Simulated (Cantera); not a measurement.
A closed system holds: 1 mol PbO, 0.12 mol H2, 6 mol N2, equilibrated at 13300 Pa.

Cantera equilibrium calculation (NASA polynomials, part measured and part estimated; ideal gas, pure solids and liquids). Candidate condensed phases: H2O, Pb, PbO, PbO2, Pb3O4; 27 gas species. Gases not in the tables: (PbO)n polymers. Kinetics and transport are ignored.

**Question.** At 1500 K, list the 4 most abundant gas species with their mole fractions, and the condensed phases.

**Answer.** N2 0.893, PbO 0.0662, Pb 0.0215, H2O 0.0178. Condensed: PbO(l).
